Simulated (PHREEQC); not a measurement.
Make-up at 25 °C: 0.02 mol/kgw HF, 0.00011 mol/kgw KF and 6.1e-05 mol/kgw H2SiF6. Closed to the air; pH follows from the charge balance.

Computed with PHREEQC (ion-association model, phreeqc.dat).

Each row changes one thing in this solution. Precipitation was switched off in this run.

| case | pH | ionic strength (mol/kgw) | HF (mol/kgw) | F- (mol/kgw) | HF2- (mol/kgw) |
|---|---|---|---|---|---|
| as made | 2.47 | 0.00380 | 0.0163 | 0.00341 | 0.000213 |
| 0.0021 mol/kgw KBr added | 2.47 | 0.00595 | 0.0162 | 0.00345 | 0.000215 |
| H2SiF6 replaced by NaHF2 at the same molality | 2.48 | 0.00371 | 0.0163 | 0.00349 | 0.000218 |
| 0.0097 mol/kgw Cd(NO3)2 added | 2.45 | 0.0324 | 0.0159 | 0.00360 | 0.000219 |
| diluted 100-fold with water | 3.79 | 0.000165 | 3.95e-5 | 0.000165 | 2.50e-8 |

SiF6-2 is the database's only silicon fluoride.
